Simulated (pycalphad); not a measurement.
CALPHAD calculation (pycalphad, COST 507 light-alloy database (1999)), 1 atm. These are 1990s assessments: newer ones move some temperatures and phases. Amounts are mole fractions of atoms.

**Question.** Give the equilibrium state of Al-10.72N (at.%) at 2400 K.

**Answer.** liquid, fraction 0.788, with 0.14 N at.%; ALN, fraction 0.212, with 50.0 N at.%.

**Question.** Give the equilibrium state of Al-10.72N (at.%) at 900 K.

**Answer.** fcc, fraction 0.786, with <0.01 N at.%; ALN, fraction 0.214, with 50.0 N at.%.

Database names, with the compositions (at.%) that they take in these runs: ALN: Al 50 N 50.
